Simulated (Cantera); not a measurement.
Feed: 1 mol toluene, 0.44 mol CO2, 1.1 mol N2, equilibrated at 810000 Pa.

Method: chemical equilibrium by Gibbs-energy minimisation in Cantera with the NASA 1993 tables (ideal gas, pure condensed phases). Candidate condensed phases: C, C6H6, C7H8, C8H18, H2O; 169 gas species. Ions and electrons are included (thermal ionisation). Equilibrium is a limit: real reactors are often held back by kinetics, nucleation or transport.

Problem. What share of the C ends up in condensed phases as a function of T (°C), at 2727, 2977, 3227, 3477, 3727, 3977, 4227, 4477, 4727?

Solution. 
| T (°C) | C condensed (%) | as |
|---|---|---|
| 2727 | 76.3 | C(graphite) |
| 2977 | 68.6 | C(graphite) |
| 3227 | 57.2 | C(graphite) |
| 3477 | 36.8 | C(graphite) |
| 3727 | 0.0 | - |
| 3977 | 0.0 | - |
| 4227 | 0.0 | - |
| 4477 | 0.0 | - |
| 4727 | 0.0 | - |
